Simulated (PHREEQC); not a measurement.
## Polishing slurry liquid: speciation

Make-up at 6.7 °C: 0.048 mol KOH, 0.027 mol K2SO4 and 0.00037 mol KH2PO4 per kg of water. Closed to the air; pH follows from the charge balance.

All values are PHREEQC results (ion-association model, wateq4f.dat), not measurements.

Precipitation was switched off in this run.

Problem. Predict the pH.

Solution. pH 13.22.

Problem. In which forms is K present?

Solution. K+ 96 %, KSO4- 3.8 % of the K.

H3PO4, which wateq4f.dat lacks, is added to it with the constant of phreeqc.dat. At this temperature some constants are extrapolated from 25 °C, and those without enthalpy data are left unchanged.
